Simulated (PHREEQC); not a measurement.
HCl is added in steps, without added water, to 1 kg of water holding 0.0013 mol/kgw ZnBr2, at 76 °C. Oxygen is held at 0.21 atm. The system is closed to CO2. Solids allowed: Zincite(c), Zn5(OH)8Cl2. Others were left out.

Base run: PHREEQC, ion-association model, wateq4f.dat. Each further column changes one thing. The table gives ZnCl+ (mol/kgw).

```csv
HCl added (mol),base,all activity coefficients set to 1,Debye-Hückel limiting law,database phreeqc.dat
0,0,0,0,0
0.001516,2.50e-5,3.44e-5,2.39e-5,2.48e-5
0.003334,5.16e-5,7.34e-5,4.86e-5,5.12e-5
0.00485,7.16e-5,0.000104,6.67e-5,7.09e-5
0.006366,9.01e-5,0.000133,8.31e-5,8.91e-5
0.008184,0.000110,0.000167,0.000101,0.000109
0.0097,0.000126,0.000193,0.000114,0.000125
```

At this temperature some constants are extrapolated from 25 °C, and those without enthalpy data are left unchanged. phreeqc.dat and wateq4f.dat share most of their constants, so their agreement is no independent check. Solids allowed in the column 'database phreeqc.dat': Zn(OH)2(e).
